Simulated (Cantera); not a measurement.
Feed: 1 mol Nb2O5, 2.9 mol H2, equilibrated at 2125 K and 60.0 Pa.

Equilibrium computed with Cantera from the NASA thermochemical tables; the gas is ideal and each condensed phase is pure. Candidate condensed phases: H2O, Nb, NbO, NbO2, Nb2O5; 12 gas species. Mutual solubility and eutectic melting of coexisting phases are not modelled. Condensed phases not in the tables: the oxides between NbO2 and Nb2O5. Kinetics and transport are ignored.

Base state: H2 0.711, H 0.125, H2O 0.112, NbO2 0.0487, OH 0.00245, O 0.000305, NbO 0.000233, O2 2.04e-5 (mole fractions); condensed: NbO2(s) + Nb2O5(l).

Q: What changes in the equilibrium state with this change: temperature from 2125 K to 1550 K?

A: 
```tsv
species	before	after
H2	0.711	0.896
H2O	0.112	0.102
H	0.125	0.00122
NbO2	0.0487	4.37e-7
NbO	0.000233	<1e-9
O	0.000305	5.39e-9
O2	2.04e-5	<1e-9
NbO2(s), mol	0.590	0.595
Nb2O5(l), mol	0.625	0
Nb2O5(s), mol	0	0.703
```
